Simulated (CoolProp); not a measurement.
Saturation properties of carbonyl sulfide (Tc = 105.6 °C, pc = 6.369 MPa, ω = 0.098).

Computed with CoolProp (reference Helmholtz-energy equation of state, Lemmon 2006). It is a short technical equation, of lower accuracy than the large ones.

```
T (°C)  p (MPa)  liquid cp (kJ/(kg K))  vapour Z  surface tension (mN/m)
------  -------  ---------------------  --------  ----------------------
-3.05    0.5933                  1.268    0.9029                    12.5
3.95     0.7300                  1.288    0.8881                    11.4
10.95    0.8887                  1.312    0.8718                    10.3
17.85     1.069                  1.338    0.8544                    9.26
24.85     1.277                  1.369    0.8353                    8.24
31.85     1.513                  1.405    0.8145                    7.25
38.85     1.779                  1.448    0.7920                    6.30
45.75     2.073                  1.498    0.7679                    5.41
52.75     2.406                  1.561    0.7414                    4.54
59.75     2.776                  1.642    0.7125                    3.72
66.75     3.185                  1.747    0.6806                    2.94
73.65     3.631                  1.892    0.6457                    2.24
80.65     4.128                  2.113    0.6056                    1.58
87.65     4.676                  2.497    0.5590                   0.994
```

It boils at -50.2 °C under 1 atm.

Surface tension comes from a separate correlation (Mulero 2012).
